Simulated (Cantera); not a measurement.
A perfectly stirred reactor is fed with 5.87 % CH4, 6.45 % CO, 18.5 % O2, 69.2 % N2, equivalence ratio 0.81, at 180000 Pa; it is adiabatic with a 373 K inlet, and is followed from long to short residence time, starting on the burning branch (τ in s: 0.032, 0.01, 0.0033, 0.0011, 0.00034, 0.00011, 3.5e-05, 1.1e-05, 3.5e-06).

Model: GRI-Mech 3.0 (53 species, 325 reactions), integrated in Cantera.

**Question.** Predict: blow-out, bracketed by the residence times tried; x(CH4) at τ = 32.0 ms; x(CO) at τ = 32.0 ms; x(O2) at τ = 32.0 ms; x(H2O) at τ = 32.0 ms; x(O) at τ = 32.0 ms; x(CH4) at τ = 0.340 ms; x(CO) at τ = 0.340 ms; x(O2) at τ = 0.340 ms; x(H2O) at τ = 0.340 ms; x(O) at τ = 0.340 ms.

**Answer.** 
- blow-out, bracketed by the residence times tried: burning at 0.110 ms, out at 35.0 µs
- x(CH4) at τ = 32.0 ms: 5.45e-6
- x(CO) at τ = 32.0 ms: 0.00341
- x(O2) at τ = 32.0 ms: 0.0371
- x(H2O) at τ = 32.0 ms: 0.119
- x(O) at τ = 32.0 ms: 0.000431
- x(CH4) at τ = 0.340 ms: 0.000154
- x(CO) at τ = 0.340 ms: 0.0240
- x(O2) at τ = 0.340 ms: 0.0475
- x(H2O) at τ = 0.340 ms: 0.109
- x(O) at τ = 0.340 ms: 0.00364
